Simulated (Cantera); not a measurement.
A perfectly stirred reactor is fed with CH4 : H2O : H2 = 1 : 0.38 : 0.062 (molar parts), at 5.00 bar; it is held at 2175 K, and followed from long to short residence time.

Computed with Cantera and GRI-Mech 3.0 (53 species, 325 reactions). GRI-Mech 3.0 stops at C3 and has no aromatics, soot or wall deposition, so with more carbon than oxygen in the feed, carbon stays in small species such as C2H2 where larger ones or solid carbon would form.

### Question
What does this change do: temperature 2175 to 1298 K?

### Answer
```tsv
quantity	before	after
x(CH4) at τ = 5.60 s	0.00622	0.588
x(H2O) at τ = 5.60 s	5.55e-5	0.250
x(H2) at τ = 5.60 s	0.749	0.126
x(H) at τ = 5.60 s	0.00190	9.73e-8
x(CO2) at τ = 5.60 s	1.92e-6	7.38e-5
x(CH4) at τ = 0.150 s	0.00762	0.690
x(H2O) at τ = 0.150 s	0.00188	0.263
x(H2) at τ = 0.150 s	0.746	0.0456
x(H) at τ = 0.150 s	0.00190	2.53e-8
x(CO2) at τ = 0.150 s	6.47e-5	5.97e-9
```

### Question
What does this change do: temperature 2175 to 1300 K?

### Answer
| quantity | before | after |
|---|---|---|
| x(CH4) at τ = 5.60 s | 0.00622 | 0.584 |
| x(H2O) at τ = 5.60 s | 5.55e-5 | 0.250 |
| x(H2) at τ = 5.60 s | 0.749 | 0.129 |
| x(H) at τ = 5.60 s | 0.00190 | 1.04e-7 |
| x(CO2) at τ = 5.60 s | 1.92e-6 | 8.31e-5 |
| x(CH4) at τ = 0.150 s | 0.00762 | 0.690 |
| x(H2O) at τ = 0.150 s | 0.00188 | 0.263 |
| x(H2) at τ = 0.150 s | 0.746 | 0.0457 |
| x(H) at τ = 0.150 s | 0.00190 | 2.63e-8 |
| x(CO2) at τ = 0.150 s | 6.47e-5 | 6.84e-9 |
